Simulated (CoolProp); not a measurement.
Aqueous potassium carbonate as a coolant, 36 % by mass, freezing at -28.6 °C, 1 atm.

The numbers come from the Melinder's fits for secondary coolants in CoolProp.

```tsv
T (°C)	Prandtl number	density (kg/m³)	conductivity (W/(m K))	viscosity (mPa s)
-24.7	92.9	1385	0.489	16.7
-18.8	68.6	1384	0.499	12.5
-13	52.4	1382	0.508	9.71
-7.1	40.9	1380	0.518	7.70
-1.2	32.7	1378	0.527	6.25
4.7	26.8	1375	0.537	5.19
10.5	22.4	1372	0.546	4.39
16.4	19.0	1369	0.556	3.77
22.3	16.3	1366	0.565	3.28
28.2	14.1	1363	0.574	2.87
34.1	12.3	1360	0.584	2.54
39.9	10.8	1356	0.593	2.26
```
